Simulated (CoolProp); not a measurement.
Saturation properties of isopentane.

Model: reference Helmholtz-energy equation of state, Lemmon 2006, in CoolProp. It is a short technical equation, of lower accuracy than the large ones.

| T (K) | p (MPa) | liquid cp (kJ/(kg K)) | vapour Z | liquid conductivity (mW/(m K)) |
|---|---|---|---|---|
| 342.5 | 0.3505 | 2.529 | 0.8955 | 88.5 |
| 350.7 | 0.4309 | 2.583 | 0.8794 | 86.1 |
| 358.9 | 0.5245 | 2.640 | 0.8617 | 83.7 |
| 367.1 | 0.6325 | 2.701 | 0.8423 | 81.2 |
| 375.4 | 0.7578 | ___ | 0.8209 | 78.7 |
| 383.6 | 0.8987 | ___ | 0.7977 | ___ |
| 391.8 | 1.058 | 2.919 | 0.7724 | 73.7 |
| 400 | 1.238 | ___ | 0.7448 | 71.2 |
| 408.2 | 1.439 | 3.117 | ___ | 68.7 |
| 416.4 | ___ | 3.249 | 0.6807 | 66.2 |
| 424.6 | 1.914 | 3.421 | 0.6430 | 63.8 |
| 432.8 | 2.192 | 3.667 | 0.6003 | 61.5 |
| 441 | 2.501 | 4.081 | 0.5504 | ___ |

Complete the blanks.


- 375.4, liquid cp (kJ/(kg K)): 2.767
- 383.6, liquid cp (kJ/(kg K)): 2.839
- 383.6, liquid conductivity (mW/(m K)): 76.2
- 400, liquid cp (kJ/(kg K)): 3.010
- 408.2, vapour Z: 0.7143
- 416.4, p (MPa): 1.664
- 441, liquid conductivity (mW/(m K)): 59.5

It boils at 301.0 K under 1 atm.

Thermal conductivity comes from a separate model (Vassiliou 2015).
